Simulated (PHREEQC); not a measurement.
Make-up at 20 °C: 0.3 mol AgF and 0.062 mol HNO3 per kg of water. It is in equilibrium with CO2 at log p = 0 (atm). Otherwise closed; pH follows from the charge balance.

Computed with PHREEQC (ion-association model, wateq4f.dat).

This is a speciation only: nothing precipitates in the calculation.

**Question.** What pH, activity of water does the model give?

**Answer.** pH 3.66; activity of water 0.989.

**Question.** In which forms is N present?

**Answer.** NO3- 94 %, AgNO3 5.7 % of the N.

Complexes and solids missing from the database can't appear.
